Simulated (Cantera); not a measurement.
Cantera run, input and output.

```python
import numpy as np
import cantera as ct

gas = ct.Solution("gri30.yaml")
gas.TPX = 598, 500000, {'CO': 1, 'H2': 0.25, 'O2': 1.23, 'N2': 4.61}
inlet = ct.Reservoir(gas, clone=True)
gas.equilibrate("HP")  # start burning
reactor = ct.IdealGasConstPressureReactor(gas, energy="on", clone=False)
exhaust = ct.Reservoir(gas, clone=True)
tau = [0.46, 0.21, 0.095, 0.043, 0.02, 0.0089, 0.0041, 0.0019, 0.00084, 0.00038, 0.00017, 7.9e-05, 3.6e-05][0]
for a, b in ((inlet, reactor), (reactor, exhaust)):
    ct.MassFlowController(a, b, mdot=lambda t: reactor.mass / tau)
net = ct.ReactorNet([reactor])
show = ['CO', 'H2', 'O2', 'N2O', 'NO']

rows = []
print(f"{'tau/s':>10s}{'T/K':>9s}" + "".join(f"{s:>11s}" for s in show))
for tau in [0.46, 0.21, 0.095, 0.043, 0.02, 0.0089, 0.0041, 0.0019, 0.00084, 0.00038, 0.00017, 7.9e-05, 3.6e-05]:
    net.initial_time = 0.0
    net.advance(30 * tau)
    before = gas.X
    net.advance(40 * tau)
    drift = np.max(np.abs(gas.X - before) / (gas.X + 1e-9))
    rows.append([gas.T, *gas[show].X, drift])
    print(f"{tau:10.3e}{gas.T:9.1f}" + "".join(f"{x:11.3e}" for x in gas[show].X))
```

Output:

```
     tau/s      T/K         CO         H2         O2        N2O         NO
 4.600e-01   1999.7  3.624e-04  1.848e-05  9.287e-02  6.172e-07  1.251e-03
 2.100e-01   2000.3  4.337e-04  2.107e-05  9.316e-02  6.749e-07  7.004e-04
 9.500e-02   1999.5  5.756e-04  2.627e-05  9.335e-02  7.914e-07  4.014e-04
 4.300e-02   1997.1  8.444e-04  3.628e-05  9.349e-02  1.010e-06  2.533e-04
 2.000e-02   1992.7  1.306e-03  5.372e-05  9.366e-02  1.361e-06  1.808e-04
 8.900e-03   1984.7  2.145e-03  8.558e-05  9.392e-02  1.877e-06  1.379e-04
 4.100e-03   1972.1  3.484e-03  1.361e-04  9.435e-02  2.409e-06  1.097e-04
 1.900e-03   1952.4  5.620e-03  2.154e-04  9.506e-02  2.784e-06  8.531e-05
 8.400e-04   1919.6  9.238e-03  3.452e-04  9.633e-02  2.868e-06  6.145e-05
 3.800e-04   1870.0  1.481e-02  5.327e-04  9.840e-02  2.677e-06  4.252e-05
 1.700e-04   1791.5  2.399e-02  8.064e-04  1.021e-01  2.339e-06  2.841e-05
 7.900e-05   1659.4  4.076e-02  1.237e-03  1.097e-01  1.929e-06  1.565e-05
 3.600e-05    598.0  1.410e-01  3.526e-02  1.735e-01 -3.993e-20 -6.294e-20
```

Model: GRI-Mech 3.0 (53 species, 325 reactions), integrated in Cantera. The hydrogen kinetics of GRI-Mech 3.0 are dated; newer H2 mechanisms differ, most at raised pressure.
